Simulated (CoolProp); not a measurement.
Values from CoolProp's reference Helmholtz-energy equation of state, Lemmon 2009.

### Question
For propane, give the phase and the speed of sound (m/s), viscosity (µPa s), conductivity (mW/(m K)) at 620 K and 9.87 bar.

### Answer
- 620 K and 9.87 bar: gas; speed of sound 350, viscosity 16.2, conductivity 70.1

Viscosity comes from a separate model (Vogel 1998). Thermal conductivity comes from a separate model (Marsh 2002).
